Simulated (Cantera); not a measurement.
**Silicon nitride deposition: SiF4 + N2**

Charge: 1 mol SiF4, 4.7 mol N2, equilibrated at 1973.15 K.

Method: chemical equilibrium by Gibbs-energy minimisation in Cantera with the NASA 1993 tables (ideal gas, pure condensed phases). Candidate condensed phases: Si, Si3N4; 16 gas species. The tables' values for SiF3, SiF2 are old estimates; treat these amounts as uncertain. Rates play no part.

From 0.0375 Torr to 750 Torr nothing is condensed. The main Si-bearing gas is SiF4 throughout.

```
P (Pa)   x N2  x SiF4       x F    x SiF3
------  -----  ------  --------  --------
5       0.818   0.166   0.00802   0.00780
36      0.822   0.172   0.00301   0.00298
260     0.824   0.174   0.00112   0.00112
1900    0.824   0.175  0.000416  0.000416
14000   0.824   0.175  0.000154  0.000153
100000  0.825   0.175   5.74e-5   5.74e-5
```
x: gas mole fraction; nothing condenses.
